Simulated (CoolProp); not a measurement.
Properties of R22 along the isobar 0.787 MPa (Tc = 369.3 K, pc = 4.990 MPa, ω = 0.221).

The numbers come from the reference Helmholtz-energy equation of state, Kamei 1995 in CoolProp.

```
T (K)  phase       Z  cv (kJ/(kg K))  isothermal compressibility (1/MPa)  expansivity (1/kK)  fugacity coefficient
-----  -----  ------  --------------  ----------------------------------  ------------------  --------------------
338.3    gas  0.9222          0.6250                               1.385               3.879                0.9275
358.5    gas  0.9371          0.6406                               1.360               3.471                0.9405
378.7    gas  0.9485          0.6576                               1.342               3.160                0.9507
398.9    gas  0.9573          0.6750                               1.329               2.913                0.9588
419.1    gas  0.9644          0.6925                               1.319               2.710                0.9654
439.4    gas  0.9701          0.7098                               1.310               2.538                0.9708
459.6    gas  0.9748          0.7266                               1.304               2.391                0.9752
479.8    gas  0.9786          0.7428                               1.299               2.263                0.9790
500      gas  0.9819          0.7584                               1.294               2.150                0.9821
```
